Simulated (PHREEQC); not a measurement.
Solution (25 °C): 4.4 mmol/kgw NiCl2 and 42 mmol/kgw NaCl. Closed to the air; pH follows from the charge balance.

The numbers come from PHREEQC with the ion-association model, wateq4f.dat.

* **pH**: 6.28
* **ionic strength**: 0.0547 mol/kgw

```tsv
species	molality	activity	log γ
Cl-	0.0505	0.0408	-0.093
Na+	0.0420	0.0344	-0.087
Ni+2	0.00414	0.00184	-0.353
NiCl+	0.000230	0.000188	-0.088
NiCl2	2.75e-5	2.78e-5	0.005
H+	6.17e-7	5.24e-7	-0.071
NiOH+	5.92e-7	4.83e-7	-0.088
```

This is a speciation only: nothing precipitates in the calculation.
